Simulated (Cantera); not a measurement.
Input: 1 mol SiC, 1.2 mol N2O, 38 mol H2, held at 1525 °C and 0.0100 bar.

Cantera equilibrium calculation (NASA polynomials, part measured and part estimated; ideal gas, pure solids and liquids). Candidate condensed phases: C, C6H6, C7H8, C8H18, H2O, Si, SiC, SiO2, Si2N2O, Si3N4; 151 gas species. Rates play no part.

Base state: H2 0.937, N2 0.0296, CO 0.0148, SiO 0.0148, H 0.00341, Si 9.89e-5, HCN 7.54e-5, SiH 1.10e-5 (mole fractions); condensed: SiC(s).

What changes in the equilibrium state with this change: temperature from 1525 °C to 1175 °C?


```
species          before     after
--------------  -------  --------
H2                0.937     0.959
N2               0.0296    0.0203
CO               0.0148    0.0201
SiO              0.0148  0.000148
Si              9.89e-5   3.77e-9
SiH             1.10e-5   1.48e-9
H               0.00341   9.05e-5
CH4             5.06e-7   1.41e-5
SiC(s), mol       0.396     0.200
Si2N2O(s), mol        0     0.397
```
Mutual solubility and eutectic melting of coexisting phases are not modelled.
